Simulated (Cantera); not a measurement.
Input: 1 mol B, 4.1 mol NH3, 56 mol H2, equilibrated at 973 K and 90000 Pa.

Method: chemical equilibrium by Gibbs-energy minimisation in Cantera with the NASA 1993 tables (ideal gas, pure condensed phases). Candidate condensed phases: B, BN; 15 gas species. The numbers say what is thermodynamically allowed, not how fast it happens.

### Question
What is the equilibrium state?

### Answer
x(H2): 0.976
x(N2): 0.0243
x(NH3): 9.46e-5
n(BN(s)): 1.00 mol
gas amount: 63.69 mol
log10 activity of B(s) (absent): -8.03
